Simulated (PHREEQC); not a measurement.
0.12 g of hydrous ferric oxide (600 m²/g; 0.2 weak and 0.005 strong sites per Fe, Dzombak-Morel constants, diffuse double layer) in 1 kg of water with 0.001 mol/kgw of an inert sodium salt, at 25 °C; the pH is set by adding NaOH or the inert anion's acid. O2 is buffered at 0.21 atm. CO2 from the air is kept out. Nothing may precipitate in this run.

Base run: PHREEQC, ion-association model, wateq4f.dat. Each further column changes one thing. The table gives surface charge σ (C/m²).

```
pH      base  background salt from 0.001 to 0.0001 mol/kgw  oxide from 0.12 to 0.6 g/kgw
----  ------  --------------------------------------------  ----------------------------
4      0.118                                         0.068                         0.124
5      0.051                                         0.020                           [?]
5.5    0.031                                         0.011                         0.032
6.5    0.011                                           [?]                         0.011
7      0.006                                           [?]                         0.006
8      0.000                                         0.000                         0.000
9     -0.004                                           [?]                        -0.004
9.5   -0.009                                        -0.003                        -0.009
10.5  -0.028                                        -0.017                           [?]
11    -0.054                                        -0.043                        -0.055
12    -0.200                                        -0.196                        -0.201
```

### Question
Some entries are withheld; supply them.

### Answer

- 5, oxide from 0.12 to 0.6 g/kgw: 0.052
- 6.5, background salt from 0.001 to 0.0001 mol/kgw: 0.004
- 7, background salt from 0.001 to 0.0001 mol/kgw: 0.002
- 9, background salt from 0.001 to 0.0001 mol/kgw: -0.001
- 10.5, oxide from 0.12 to 0.6 g/kgw: -0.029
